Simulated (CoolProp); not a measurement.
Saturated liquid density (kg/m³) of dodecamethylpentasiloxane (MD3M): the reference equation beside estimates from Tc = 354.9 °C, pc = 0.9540 MPa, ω = 0.730. Rackett uses Z = 0.29056 − 0.08775 ω.

The numbers come from the reference Helmholtz-energy equation of state, Thol 2019 in CoolProp.

| T (°C) | reference | Rackett | van der Waals | Redlich-Kwong | Soave-Redlich-Kwong | Peng-Robinson |
|---|---|---|---|---|---|---|
| 23.15 | 871.6 | 1070 | 468.1 | 696.1 | 737.1 | 825.8 |
| 47.45 | 848.2 | 1042 | 458.2 | 679.9 | 725.5 | 813.5 |
| 71.85 | 824.5 | 1013 | 447.8 | 662.6 | 712.5 | 799.8 |
| 96.15 | 800.6 | 982.6 | 436.9 | 644.0 | 698.1 | 784.5 |
| 120.55 | 776.2 | 951.5 | 425.3 | 623.9 | 681.8 | 767.2 |
| 144.95 | 751.0 | 919.1 | 412.9 | 602.3 | 663.5 | 747.6 |
| 169.25 | 725.1 | 885.3 | 399.7 | 579.0 | 643.0 | 725.4 |
| 193.65 | 697.8 | 849.4 | 385.5 | 553.6 | 619.4 | 699.8 |
| 217.95 | 669.0 | 811.3 | 370.1 | 525.9 | 592.4 | 670.2 |
| 242.35 | 637.7 | 769.9 | 353.0 | 495.1 | 560.9 | 635.2 |
| 266.75 | 603.0 | 724.1 | 333.8 | 460.6 | 523.6 | 593.3 |

Absolute difference from the reference over all 11 rows, mean and median: Rackett 22.0 and 22.4 %, van der Waals 45.2 and 45.0 %, Redlich-Kwong 20.6 and 20.1 %, Soave-Redlich-Kwong 12.7 and 12.2 %, Peng-Robinson 1.7 and 1.2 %.
